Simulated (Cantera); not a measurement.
Gas mixture: H₂ = 0.13 (molar parts), at 0.0132 atm, frozen composition.

Cantera's kinetic-theory transport with the Lennard-Jones parameters of GRI-Mech 3.0, ideal gas; thermal conductivity in the mixture-averaged form.

D: mixture-averaged diffusion coefficient of that species in the mixture.

```csv
T (K),ρ (kg/m³),cp (J/kg/K),μ (µPa s),λ (mW/m/K),Pr,D (cm²/s) H,D (cm²/s) NO,D (cm²/s) CH₄
400,0.000808,14520,10.9,229,0.689,269,96.2,91.8
600,0.000539,14510,___,___,0.688,___,___,___
800,0.000404,14690,___,___,0.689,___,___,___
1000,0.000323,14960,19.7,428,0.687,1250,444,426
1200,0.000269,15380,22.1,494,0.689,1690,600,577
1400,0.000231,15800,24.4,559,0.690,2180,775,744
```

### Question
What belongs in the gaps?

### Answer

- 600, μ (µPa s): 14.1
- 600, λ (mW/m/K): 298
- 600, D (cm²/s) H: 533
- 600, D (cm²/s) NO: 190
- 600, D (cm²/s) CH₄: 182
- 800, μ (µPa s): 17.0
- 800, λ (mW/m/K): 363
- 800, D (cm²/s) H: 862
- 800, D (cm²/s) NO: 306
- 800, D (cm²/s) CH₄: 294
